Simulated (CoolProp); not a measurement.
Vapour-liquid equilibrium of R1234yf (1) + isobutane (2) at 286.5 K; x and y are mole fractions of (1).

Computed with CoolProp (multi-fluid Helmholtz-energy mixture model, Lemmon 2022 and Bücker 2006; pair parameters Bell 2016).

### Question
Give the bubble pressure and the first vapour's composition at x = 0.05, 0.2, 0.8. Is there an azeotrope?

### Answer
x = 0.05: 0.2927 MPa, y = 0.187; x = 0.2: 0.3829 MPa, y = 0.439; x = 0.8: 0.4926 MPa, y = 0.812. y crosses x between x = 0.8 and 0.95: the model has an azeotrope there.

The pair parameters rest on a limited set of measurements; away from them the model extrapolates.
